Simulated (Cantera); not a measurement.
Charge: 1 mol FeS2, 0.85 mol H2S, 4.2 mol O2, held at 823.15 K.

Cantera equilibrium calculation (NASA polynomials, part measured and part estimated; ideal gas, pure solids and liquids). Candidate condensed phases: Fe, FeO, Fe(OH)2, Fe(OH)3, FeS, FeSO4, FeS2, Fe2O3, Fe2(SO4)3, Fe3O4, H2O, H2SO4, S; 22 gas species. Rates play no part.

### Question
At 10.0 mbar, list the 4 most abundant gas species with their mole fractions, and the condensed phases.

### Answer
SO2 0.680, H2O 0.229, SO3 0.0878, O2 0.00323. Condensed: Fe2O3(s).
